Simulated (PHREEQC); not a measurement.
Consider water at 55 °C with 0.3 mmol/kgw CO2 and 180 mmol/kgw MgSO4. Closed to the air; pH follows from the charge balance.

All values are PHREEQC results (ion-association model, phreeqc.dat), not measurements.

This is a speciation only: nothing precipitates in the calculation.

Task: What pH does the model give?

Result: pH 5.17.

Task: In which forms is Mg present?

Result: MgSO4 68 %, Mg+2 32 % of the Mg.

Species that the database lacks are ignored. Away from 25 °C the constants follow the database's enthalpies or fits; those with neither stay at their 25 °C values.
